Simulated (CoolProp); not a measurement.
A Linde-Hampson liquefier for oxygen: isothermal reversible compression at 290 K from 1 atm to 10 MPa, throttling to 1 atm, return gas leaving the recuperator 10 K below the feed. Each further row changes one setting.

Values from CoolProp's reference Helmholtz-energy equation of state, Schmidt 1985.

```csv
case,liquid yield per pass,compression work (kJ/kg of gas)
as stated,0.041,341
high pressure 20 MPa,0.095,390
warm-end temperature 320 K,0.027,379
warm-end gap 15 K,0.030,341
```

Above 300 K oxygen's equation is extrapolated.
